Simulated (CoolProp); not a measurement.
R507A along the isotherm 269.3 K: fugacity coefficient from the reference equation and from simpler models built on Tc = 343.8 K, pc = 3.705 MPa, ω = 0.286; each cubic takes its own stable root.

The numbers come from the reference Helmholtz-energy equation of state, Lemmon 2003 in CoolProp. It is a pseudo-pure fit of the blend.

| p (MPa) | phase | reference |
|---|---|---|
| 1.42 | liquid | 0.3504 |
| 2.14 | liquid | 0.2389 |
| 2.85 | liquid | 0.1842 |
| 3.56 | liquid | 0.1514 |
| 4.27 | liquid | 0.1296 |
| 4.99 | liquid | 0.1139 |
| 5.7 | liquid | 0.1024 |
| 6.41 | liquid | 0.09343 |
| 7.12 | liquid | 0.08633 |
| 7.84 | liquid | 0.08049 |
| 8.55 | liquid | 0.07575 |
| 9.26 | liquid | 0.07177 |

Q: How far does each simpler model (van der Waals, Redlich-Kwong, Soave-Redlich-Kwong, Peng-Robinson) lie from the reference over these 12 states: mean and median of the absolute difference, and the worst?

A: 
- van der Waals: mean 135.6 %, median 135.6 %, worst +158.5 % at 269.3 K and 9.26 MPa
- Redlich-Kwong: mean 43.3 %, median 43.3 %, worst +47.1 % at 269.3 K and 9.26 MPa
- Soave-Redlich-Kwong: mean 5.7 %, median 5.7 %, worst +7.9 % at 269.3 K and 9.26 MPa
- Peng-Robinson: mean 1.4 %, median 1.4 %, worst +1.6 % at 269.3 K and 9.26 MPa
